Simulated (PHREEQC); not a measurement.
Dissolve 0.052 mol KCl per kg of water at 25 °C. Closed to the air; pH follows from the charge balance.

Equilibrium calculation in PHREEQC: Pitzer model, pitzer.dat.

Precipitation was switched off in this run.

**Question.** Estimate the specific conductance, density, osmotic coefficient.

**Answer.** specific conductance 6770 µS/cm; density 0.999 g/cm³; osmotic coefficient 0.940.
